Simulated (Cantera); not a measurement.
Si + O₂ + H₂ (thermal oxidation and active oxidation of silicon)

Input: 1 mol Si, 0.14 mol O₂, 610 mol H₂, held at 0.130 bar.

Equilibrium computed with Cantera from the NASA thermochemical tables; the gas is ideal and each condensed phase is pure. Candidate condensed phases: H₂O, Si, SiO₂; 18 gas species. Mutual solubility and eutectic melting of coexisting phases are not modelled. The tables hold silica as quartz up to 1696 K and as liquid above; real silica turns to tridymite and cristobalite and melts near 1996 K. Gases not in the tables: Si₂H₆ and higher silanes. Rates play no part.

| T (°C) | x H₂ | x H | x SiO | x Si | x SiH₂ | x SiH | n Si(s) | n SiO₂(β-quartz) | n Si(l) |
|---|---|---|---|---|---|---|---|---|---|
| 677 | 1.00 | 1.54e-9 | 4.44e-10 | <1e-12 | 2.03e-11 | <1e-12 | 0.860 | 0.140 | 0 |
| 777 | 1.00 | 2.25e-8 | 2.92e-8 | <1e-12 | 3.74e-10 | <1e-12 | 0.860 | 0.140 | 0 |
| 877 | 1.000 | 2.07e-7 | 9.17e-7 | 1.52e-12 | 4.15e-9 | 1.15e-11 | 0.860 | 0.140 | 0 |
| 977 | 1.000 | 1.34e-6 | 1.64e-5 | 6.39e-11 | 3.13e-8 | 2.54e-10 | 0.855 | 0.135 | 0 |
| 1077 | 1.000 | 6.61e-6 | 0.000190 | 1.53e-9 | 1.75e-7 | 3.53e-9 | 0.802 | 0.0819 | 0 |
| 1177 | 1.000 | 2.62e-5 | 0.000458 | 2.37e-8 | 7.69e-7 | 3.39e-8 | 0.720 | 0 | 0 |
| 1277 | 0.999 | 8.73e-5 | 0.000459 | 2.56e-7 | 2.79e-6 | 2.42e-7 | 0.718 | 0 | 0 |
| 1377 | 0.999 | 0.000252 | 0.000459 | 2.06e-6 | 8.65e-6 | 1.36e-6 | 0.713 | 0 | 0 |
| 1477 | 0.999 | 0.000645 | 0.000459 | 1.15e-5 | 2.08e-5 | 5.50e-6 | 0 | 0 | 0.697 |
| 1577 | 0.998 | 0.00149 | 0.000458 | 4.96e-5 | 4.21e-5 | 1.77e-5 | 0 | 0 | 0.653 |
| 1677 | 0.996 | 0.00317 | 0.000458 | 0.000183 | 7.90e-5 | 5.04e-5 | 0 | 0 | 0.526 |
x: gas mole fraction; n: condensed amount in mol.

From 677 °C to 1077 °C the condensed part is Si(s) + SiO₂(β-quartz). From 1177 °C to 1377 °C the condensed part is Si(s). From 1477 °C to 1677 °C the condensed part is Si(l). The main Si-bearing gas is SiH₄ at 677 °C and SiO at 1677 °C.
